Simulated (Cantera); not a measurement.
An isothermal, constant-pressure homogeneous reactor starts with CO : O2 : H2O : N2 = 0.013 : 0.0024 : 0.00012 : 1 (molar parts), at 1500 K and 750 Torr. Integrator tolerance rtol = 1e-08.

Computed with Cantera and GRI-Mech 3.0 (53 species, 325 reactions).

**Question.** What does this change do: 0.042 parts CH4 added?

**Answer.** 
| quantity | before | after |
|---|---|---|
| x(CO) at 10.0 s | 0.00805 (gas-phase equilibrium 0.00805) | 0.0139 (gas-phase equilibrium 0.0163) |
| x(O2) at 10.0 s | 1.50e-10 (gas-phase equilibrium 8.58e-12) | <1e-12 (gas-phase equilibrium <1e-12) |
| x(H2O) at 10.0 s | 7.16e-5 (gas-phase equilibrium 7.17e-5) | 0.00206 (gas-phase equilibrium 2.07e-8) |
| x(H2) at 10.0 s | 4.66e-5 (gas-phase equilibrium 4.66e-5) | 0.0520 (gas-phase equilibrium 0.0585) |
| x(HO2) at 10.0 s | <1e-12 (gas-phase equilibrium <1e-12) | <1e-12 (gas-phase equilibrium <1e-12) |
| x(N2O) at 10.0 s | 6.95e-10 (gas-phase equilibrium <1e-12) | <1e-12 (gas-phase equilibrium <1e-12) |
GRI-Mech 3.0 stops at C3 and has no aromatics, soot or wall deposition, so with more carbon than oxygen in the feed, carbon stays in small species such as C2H2 where larger ones or solid carbon would form.

**Question.** What does this change do: temperature 1500 to 850 K?

**Answer.** 
```tsv
quantity	before	after
x(CO) at 10.0 s	0.00805 (gas-phase equilibrium 0.00805)	0.0128 (gas-phase equilibrium 0.00799)
x(O2) at 10.0 s	1.50e-10 (gas-phase equilibrium 8.58e-12)	0.00236 (gas-phase equilibrium <1e-12)
x(H2O) at 10.0 s	7.16e-5 (gas-phase equilibrium 7.17e-5)	0.000118 (gas-phase equilibrium 1.96e-5)
x(H2) at 10.0 s	4.66e-5 (gas-phase equilibrium 4.66e-5)	1.47e-12 (gas-phase equilibrium 9.89e-5)
x(HO2) at 10.0 s	<1e-12 (gas-phase equilibrium <1e-12)	5.49e-11 (gas-phase equilibrium <1e-12)
x(N2O) at 10.0 s	6.95e-10 (gas-phase equilibrium <1e-12)	1.18e-12 (gas-phase equilibrium <1e-12)
```
